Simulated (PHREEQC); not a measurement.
0.42 g of hydrous ferric oxide (600 m²/g; 0.2 weak and 0.005 strong sites per Fe, Dzombak-Morel constants, diffuse double layer) in 1 kg of water with 0.001 mol/kgw of an inert sodium salt and 3.8e-05 mol/kgw ZnSO4, at 25 °C; the pH is set by adding NaOH or the inert anion's acid. Oxygen is held at 0.21 atm. CO2 from the air is kept out. No solid was allowed to form.

Base run: PHREEQC, ion-association model, wateq4f.dat. Each further column changes one thing. The table gives Zn sorbed (%).

```
pH     base  no electrostatic term (-no_edl)  background salt from 0.001 to 0.0001 mol/kgw  oxide from 0.42 to 2.1 g/kgw  0.00056 mol/kgw CaCl2 added
----  -----  -------------------------------  --------------------------------------------  ----------------------------  ---------------------------
3       0.0                              0.0                                           0.0                           0.0                          0.0
3.5     0.0                              0.0                                           0.0                           0.0                          0.0
4.5     0.3                              1.0                                           0.3                           1.5                          0.4
5       2.5                       (withheld)                                           2.2                          10.1                          2.7
6      43.1                             65.6                                          42.8                          85.6                         43.1
6.5    71.8                       (withheld)                                    (withheld)                          98.1                         71.3
7.5    99.0                             99.7                                          99.1                         100.0                         98.8
8      99.9                             99.9                                          99.9                         100.0                         99.8
9     100.0                             99.9                                         100.0                         100.0                         99.8
9.5   100.0                             99.2                                         100.0                         100.0                         99.4
10.5  100.0                             70.6                                         100.0                         100.0                   (withheld)
11    100.0                             36.6                                         100.0                         100.0                         55.2
```

Question: What belongs in the gaps?

Answer: 
- 5, no electrostatic term (-no_edl): 8.2
- 6.5, no electrostatic term (-no_edl): 90.6
- 6.5, background salt from 0.001 to 0.0001 mol/kgw: 72.1
- 10.5, 0.00056 mol/kgw CaCl2 added: 84.1

The oxide is taken as insoluble; below pH 4 it would dissolve. In at least one series the solution becomes supersaturated in solids that the run did not let form, among them Zn(OH)2-e.
